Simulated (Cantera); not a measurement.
Charge: 1 mol B, 1.4 mol O₂, 3.3 mol H₂, at 1052 °C and 53.0 mbar.

Method: chemical equilibrium by Gibbs-energy minimisation in Cantera with the NASA 1993 tables (ideal gas, pure condensed phases). Candidate condensed phases: B, B₂O₃, B₃O₃H₃, H₂O; 23 gas species. Gases not in the tables: H₃BO₃. The numbers say what is thermodynamically allowed, not how fast it happens.

Base state: H₂ 0.603, H₂O 0.386, HBO₂ 0.0111, (HBO₂)₃ 0.000419 (mole fractions); condensed: B₂O₃(l).

### Question
What changes in the equilibrium state with this change: pressure from 53.0 mbar to 7.00 mbar?

### Answer
```json
[
 {"species": "H₂", "before": "0.603", "after": "0.597"},
 {"species": "H₂O", "before": "0.386", "after": "0.373"},
 {"species": "HBO₂", "before": "0.0111", "after": "0.0301"},
 {"species": "B₂O₃", "before": "6.92e-6", "after": "5.24e-5"},
 {"species": "(HBO₂)₃", "before": "0.000419", "after": "0.000145"},
 {"species": "H", "before": "5.52e-6", "after": "1.51e-5"},
 {"species": "B₂O₃(l), mol", "before": "0.479", "after": "0.449"}
]
```

### Question
What changes in the equilibrium state with this change: temperature from 1052 °C to 1475 °C?

### Answer
| species | before | after |
|---|---|---|
| H₂ | 0.603 | 0.525 |
| HBO₂ | 0.0111 | 0.231 |
| H₂O | 0.386 | 0.227 |
| B₂O₃ | 6.92e-6 | 0.0156 |
| BO | <1e-9 | 2.82e-5 |
| BO₂ | 1.87e-9 | 2.24e-5 |
| HBO | 2.78e-6 | 0.00109 |
| B₂O₃(l), mol | 0.479 | 0 |
